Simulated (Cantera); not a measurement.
## Oxide etching and cleaning by halides: SiO₂ + F₂ + O₂

Input: 1 mol SiO₂, 1.8 mol F₂, 1.2 mol O₂, held at 1.60 Pa.

Method: chemical equilibrium by Gibbs-energy minimisation in Cantera with the NASA 1993 tables (ideal gas, pure condensed phases). Candidate condensed phases: Si, SiO₂; 17 gas species. The tables' values for SiF₃ are old estimates; treat these amounts as uncertain. The tables hold silica as quartz up to 1696 K and as liquid above; real silica turns to tridymite and cristobalite and melts near 1996 K. Kinetics and transport are ignored.

```csv
T (°C),x O₂,x SiF₄,x O,x F,x SiF₃,x SiO,x SiO₂,n SiO₂(α-quartz),n SiO₂(β-quartz)
352,0.700,0.300,<1e-12,<1e-12,<1e-12,<1e-12,<1e-12,0.100,0
452,0.700,0.300,<1e-12,<1e-12,<1e-12,<1e-12,<1e-12,0.100,0
552,0.700,0.300,5.26e-11,4.61e-12,<1e-12,<1e-12,<1e-12,0.100,0
652,0.700,0.300,2.80e-9,2.75e-10,<1e-12,<1e-12,<1e-12,0,0.100
752,0.700,0.300,6.90e-8,7.44e-9,5.69e-11,<1e-12,<1e-12,0,0.100
852,0.700,0.300,9.65e-7,1.12e-7,2.19e-9,<1e-12,<1e-12,0,0.100
952,0.700,0.300,8.80e-6,1.09e-6,4.60e-8,<1e-12,3.07e-12,0,0.100
1052,0.700,0.300,5.76e-5,7.58e-6,6.09e-7,1.37e-11,2.51e-10,0,0.100
1152,0.700,0.300,0.000290,4.01e-5,5.59e-6,2.14e-9,1.10e-8,0,0.100
1252,0.699,0.300,0.00118,0.000171,3.82e-5,1.71e-7,2.90e-7,0,0.100
1352,0.696,0.299,0.00406,0.000610,0.000205,7.94e-6,5.10e-6,0,0.100
```
x: gas mole fraction; n: condensed amount in mol.

From 352 °C to 552 °C the condensed part is SiO₂(α-quartz). From 652 °C to 1352 °C the condensed part is SiO₂(β-quartz). The main Si-bearing gas is SiF₄ throughout.
